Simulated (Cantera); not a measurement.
Mixture: 8.90 % CH4, 0.980 % H2, 14.1 % O2, 76.0 % N2, equivalence ratio 1.3, at 0.474 atm, adiabatic and at constant volume. Ignition delay is the time to a rise of 400 K.

Model: GRI-Mech 3.0 (53 species, 325 reactions), integrated in Cantera.

**Question.** Predict: delay at 1300 K; delay at 1375 K; delay at 1450 K; delay at 1525 K; delay at 1600 K; delay at 1675 K; delay at 1750 K; apparent activation energy between 1600 and 1750 K.

**Answer.** 
| Property | Value |
|---|---|
| delay at 1300 K | 12.9 ms |
| delay at 1375 K | 5.66 ms |
| delay at 1450 K | 2.69 ms |
| delay at 1525 K | 1.39 ms |
| delay at 1600 K | 0.780 ms |
| delay at 1675 K | 0.465 ms |
| delay at 1750 K | 0.291 ms |
| apparent activation energy between 1600 and 1750 K | 150 kJ/mol |
